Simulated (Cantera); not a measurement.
## Ammonia decomposition in nitride growth gas

A perfectly stirred reactor is fed with NH₃ : H₂ = 1 : 2.5 (molar parts), at 100.0 Torr; it is held at 2275 K, and followed from long to short residence time.

Detailed kinetics in Cantera: the gas-phase N/H chemistry of the illustrative SiF4/NH3 mechanism in the Surface Chemkin manual (1991). Walls and surfaces, which speed up NH3 decomposition in real reactors, are not modelled.

```tsv
τ (s)	x NH₃	x H₂	x N	x H	x N₂H₂	x N₂	x N₂H₄
3.4	0.000344	0.870	1.34e-5	0.0195	5.91e-9	0.110	5.08e-12
0.85	0.00160	0.876	1.57e-5	0.0124	3.81e-8	0.110	4.44e-11
0.21	0.0183	0.873	7.93e-6	0.00440	2.88e-7	0.104	7.35e-10
0.054	0.0723	0.842	6.57e-6	0.00255	1.10e-6	0.0825	4.15e-9
0.014	0.165	0.786	6.08e-6	0.00179	2.68e-6	0.0462	1.23e-8
0.0034	0.244	0.738	5.51e-6	0.00145	3.97e-6	0.0154	1.98e-8
0.00085	0.275	0.719	4.21e-6	0.00124	3.60e-6	0.00335	1.94e-8
```
x: mole fraction; the columns are a selection and need not sum to one.
